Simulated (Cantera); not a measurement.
Cantera run, input and output.

```python
import numpy as np
import cantera as ct

gas = ct.Solution("gri30.yaml")
gas.TPX = 1650, 2666, {'C2H4': 1, 'H2': 1}
inlet = ct.Reservoir(gas, clone=True)

reactor = ct.IdealGasConstPressureReactor(gas, energy="off", clone=False)
exhaust = ct.Reservoir(gas, clone=True)
tau = [8.8, 3.2, 1.2, 0.43, 0.16, 0.057, 0.021, 0.0077, 0.0028, 0.001][0]
for a, b in ((inlet, reactor), (reactor, exhaust)):
    ct.MassFlowController(a, b, mdot=lambda t: reactor.mass / tau)
net = ct.ReactorNet([reactor])
show = ['C2H4', 'H2', 'C2H', 'C2H6', 'CH4', 'CH3', 'CH2']

rows = []
print(f"{'tau/s':>10s}{'T/K':>9s}" + "".join(f"{s:>11s}" for s in show))
for tau in [8.8, 3.2, 1.2, 0.43, 0.16, 0.057, 0.021, 0.0077, 0.0028, 0.001]:
    net.initial_time = 0.0
    net.advance(30 * tau)
    before = gas.X
    net.advance(40 * tau)
    drift = np.max(np.abs(gas.X - before) / (gas.X + 1e-9))
    rows.append([gas.T, *gas[show].X, drift])
    print(f"{tau:10.3e}{gas.T:9.1f}" + "".join(f"{x:11.3e}" for x in gas[show].X))
```

Result:

```
     tau/s      T/K       C2H4         H2        C2H       C2H6        CH4        CH3        CH2
 8.800e+00   1650.0  6.742e-04  6.653e-01  8.634e-07  1.915e-08  9.524e-04  1.151e-05  6.937e-09
 3.200e+00   1650.0  1.269e-03  6.655e-01  6.791e-07  2.802e-08  5.627e-04  5.358e-06  2.829e-09
 1.200e+00   1650.0  3.754e-03  6.650e-01  4.211e-07  6.513e-08  3.416e-04  2.036e-06  1.266e-09
 4.300e-01   1650.0  1.524e-02  6.613e-01  2.141e-07  1.742e-07  2.259e-04  7.177e-07  1.551e-09
 1.600e-01   1650.0  5.280e-02  6.489e-01  1.127e-07  3.818e-07  1.531e-04  3.067e-07  2.882e-09
 5.700e-02   1650.0  1.460e-01  6.179e-01  5.925e-08  6.885e-07  9.010e-05  1.680e-07  5.255e-09
 2.100e-02   1650.0  2.805e-01  5.731e-01  2.854e-08  9.138e-07  4.228e-05  1.210e-07  7.818e-09
 7.700e-03   1650.0  3.984e-01  5.338e-01  1.007e-08  8.368e-07  1.386e-05  8.586e-08  8.420e-09
 2.800e-03   1650.0  4.630e-01  5.123e-01  2.149e-09  4.603e-07  2.728e-06  4.304e-08  5.649e-09
 1.000e-03   1650.0  4.878e-01  5.041e-01  2.922e-10  1.456e-07  3.094e-07  1.336e-08  2.353e-09
```

Detailed kinetics in Cantera: GRI-Mech 3.0 (53 species, 325 reactions). GRI-Mech 3.0 was tuned for natural gas; its chemistry of ethylene as a main component is partial and can be far from experiment. GRI-Mech 3.0 stops at C3 and has no aromatics, soot or wall deposition, so with more carbon than oxygen in the feed, carbon stays in small species such as C2H2 where larger ones or solid carbon would form. Radical loss at walls, strong at low pressure, is not modelled.
